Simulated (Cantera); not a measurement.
A Cantera script and its output.

```python
import numpy as np
import cantera as ct

gas = ct.Solution("gri30.yaml")
gas.TPX = 350, 260000, {'CH4': 1, 'H2': 1.4, 'O2': 2.08, 'N2': 7.81, 'H2O': 1.8}
inlet = ct.Reservoir(gas, clone=True)
gas.equilibrate("HP")  # start burning
reactor = ct.IdealGasConstPressureReactor(gas, energy="on", clone=False)
exhaust = ct.Reservoir(gas, clone=True)
tau = [0.45, 0.18, 0.075, 0.03, 0.012, 0.005, 0.002, 0.00083, 0.00034, 0.00014, 5.6e-05, 2.3e-05][0]
for a, b in ((inlet, reactor), (reactor, exhaust)):
    ct.MassFlowController(a, b, mdot=lambda t: reactor.mass / tau)
net = ct.ReactorNet([reactor])
show = ['CH4', 'H2', 'O2', 'NO2', 'C2H2', 'C2H4', 'HCN']

rows = []
print(f"{'tau/s':>10s}{'T/K':>9s}" + "".join(f"{s:>11s}" for s in show))
for tau in [0.45, 0.18, 0.075, 0.03, 0.012, 0.005, 0.002, 0.00083, 0.00034, 0.00014, 5.6e-05, 2.3e-05]:
    net.initial_time = 0.0
    net.advance(30 * tau)
    before = gas.X
    net.advance(40 * tau)
    drift = np.max(np.abs(gas.X - before) / (gas.X + 1e-9))
    rows.append([gas.T, *gas[show].X, drift])
    print(f"{tau:10.3e}{gas.T:9.1f}" + "".join(f"{x:11.3e}" for x in gas[show].X))
```

Output:

```
     tau/s      T/K        CH4         H2         O2        NO2       C2H2       C2H4        HCN
 4.500e-01   1941.5  1.435e-04  5.655e-02  4.167e-05  1.356e-10  3.920e-06  5.921e-08  1.343e-06
 1.800e-01   1941.3  2.764e-04  5.616e-02  9.287e-05  1.993e-10  1.502e-05  2.496e-07  3.031e-06
 7.500e-02   1940.8  4.848e-04  5.551e-02  1.968e-04  2.942e-10  4.645e-05  8.879e-07  5.740e-06
 3.000e-02   1939.2  7.751e-04  5.456e-02  4.142e-04  4.597e-10  1.167e-04  2.783e-06  9.448e-06
 1.200e-02   1934.9  1.074e-03  5.357e-02  8.169e-04  7.492e-10  2.160e-04  6.978e-06  1.352e-05
 5.000e-03   1926.6  1.323e-03  5.287e-02  1.476e-03  1.209e-09  3.061e-04  1.407e-05  1.743e-05
 2.000e-03   1910.9  1.608e-03  5.244e-02  2.678e-03  1.906e-09  3.803e-04  2.665e-05  2.062e-05
 8.300e-04   1882.3  2.146e-03  5.214e-02  4.999e-03  2.630e-09  4.616e-04  5.275e-05  1.996e-05
 3.400e-04   1783.0  4.810e-03  5.194e-02  1.411e-02  2.416e-09  6.970e-04  2.125e-04  6.946e-06
 1.400e-04    350.0  7.097e-02  9.936e-02  1.476e-01 -1.065e-19 -1.295e-17 -2.869e-17 -1.676e-19
 5.600e-05    350.0  7.097e-02  9.936e-02  1.476e-01 -4.876e-23 -5.929e-21 -1.313e-20 -7.670e-23
 2.300e-05    350.0  7.097e-02  9.936e-02  1.476e-01 -3.080e-24 -3.745e-22 -8.296e-22 -4.845e-24
```

Cantera simulation using GRI-Mech 3.0 (53 species, 325 reactions); the numbers are that mechanism's predictions, not measurements.
